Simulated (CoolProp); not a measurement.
The fluid at 310.83 K and 18 MPa is throttled through a valve to 5.45 MPa with no heat exchange. The same conditions are run with several fluids, on thermodynamics alone (safety and materials aside).

Computed with CoolProp (reference Helmholtz-energy equation of state of each fluid (C3F8 (R218): Lemmon 2006; toluene: Lemmon 2006; chlorine: Thol 2021; dimethyl carbonate: Zhou 2011; R1336mzz(Z): McLinden 2020)).

Task: Rank C3F8 (R218), toluene, chlorine, dimethyl carbonate, R1336mzz(Z) by temperature change (K), highest first.

Result: toluene (+5.7), dimethyl carbonate (+4.0), R1336mzz(Z) (+3.5), chlorine (+3.1), C3F8 (R218) (+0.7)

| fluid | final density (kg/m³) |
|---|---|
| C3F8 (R218) | 1320 |
| toluene | 850 |
| chlorine | 1360 |
| dimethyl carbonate | 1050 |
| R1336mzz(Z) | 1340 |
